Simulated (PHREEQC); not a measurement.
**Hard or scaling water: an equilibrium model**

A solution holds 0.00011 mol CaSO4, 0.00016 mol NaF and 8.1e-06 mol KCl per kg of water, at 25 °C. Closed to the air; pH follows from the charge balance.

Model: ion-association model, phreeqc.dat, run in PHREEQC.

```yaml
pH: 7.04
ionic_strength: 0.000601 mol/kgw
```

| species | molality | activity | log γ |
|---|---|---|---|
| F- | 0.000160 | 0.000156 | -0.012 |
| Na+ | 0.000160 | 0.000156 | -0.012 |
| Ca+2 | 0.000108 | 9.70e-5 | -0.048 |
| SO4-2 | 0.000108 | 9.69e-5 | -0.048 |
| Cl- | 8.10e-6 | 7.88e-6 | -0.012 |
| K+ | 8.09e-6 | 7.87e-6 | -0.012 |
| CaSO4 | 1.67e-6 | 1.67e-6 | 0.000 |
| OH- | 1.15e-7 | 1.12e-7 | -0.012 |
| H+ | 9.31e-8 | 9.06e-8 | -0.012 |
| NaSO4- | 7.76e-8 | 7.55e-8 | -0.012 |
| HF | 2.11e-8 | 2.11e-8 | 0.000 |
| NaF | 1.39e-8 | 1.39e-8 | 0.000 |
| KSO4- | 5.51e-9 | 5.36e-9 | -0.012 |

Precipitation was switched off in this run.
